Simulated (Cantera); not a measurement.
Feed: 1 mol Si2Cl6, 0.11 mol NH3, equilibrated at 1048 K and 0.133 bar.

These are equilibrium values from Cantera (NASA tables, ideal gas, pure condensed phases), not measurements of a reactor. Candidate condensed phases: NH4Cl, Si, Si3N4; 28 gas species. The feed counts by its element totals alone. Mutual solubility and eutectic melting of coexisting phases are not modelled. The tables' values for SiCl3 are old estimates; treat these amounts as uncertain. The numbers say what is thermodynamically allowed, not how fast it happens.

Base state: SiCl4 0.852, H2 0.0696, SiHCl3 0.0456, SiCl3 0.0148, HCl 0.0133, SiCl2 0.00473, SiH2Cl2 0.000278 (mole fractions); condensed: Si(s) + Si3N4(s).

Question: What changes in the equilibrium state with this change: 0.15 mol H2O added?

Answer: 
```json
[
 {"species": "SiCl4", "before": "0.852", "after": "0.769"},
 {"species": "H2", "before": "0.0696", "after": "0.135"},
 {"species": "SiHCl3", "before": "0.0456", "after": "0.0589"},
 {"species": "HCl", "before": "0.0133", "after": "0.0181"},
 {"species": "SiCl3", "before": "0.0148", "after": "0.0137"},
 {"species": "SiH2Cl2", "before": "0.000278", "after": "0.000513"},
 {"species": "SiCl2", "before": "0.00473", "after": "0.00450"},
 {"species": "Si(s), mol", "before": "0.394", "after": "0.313"},
 {"species": "Si3N4(s), mol", "before": "0.0275", "after": "0"},
 {"species": "SiO2(β-quartz), mol", "before": "0", "after": "0.0475"},
 {"species": "Si2N2O(s), mol", "before": "0", "after": "0.0550"}
]
```
Further candidate phases: H2O, SiO2, Si2N2O.
